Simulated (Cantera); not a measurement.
Charge: 1 mol Si, 13 mol HBr, 0.41 mol H₂, held at 850 °C and 0.133 bar.

These are equilibrium values from Cantera (NASA tables, ideal gas, pure condensed phases), not measurements of a reactor. Candidate condensed phases: Br₂, Si; 19 gas species. The tables' values for SiBr₃ are old estimates; treat these amounts as uncertain. Equilibrium is a limit: real reactors are often held back by kinetics, nucleation or transport.

Base state: HBr 0.725, H₂ 0.194, SiBr₄ 0.0802, SiHBr₃ 0.000218, SiBr₃ 0.000137, Br 0.000129, SiBr₂ 2.48e-5 (mole fractions); condensed: gas only.

What changes in the equilibrium state with this change: temperature from 850 °C to 1425 °C?


```csv
species,before,after
HBr,0.725,0.743
H₂,0.194,0.142
SiBr₂,2.48e-5,0.0538
SiBr₄,0.0802,0.0122
Br,0.000129,0.0406
H,5.14e-8,0.000149
Br₂,5.09e-6,0.000379
```
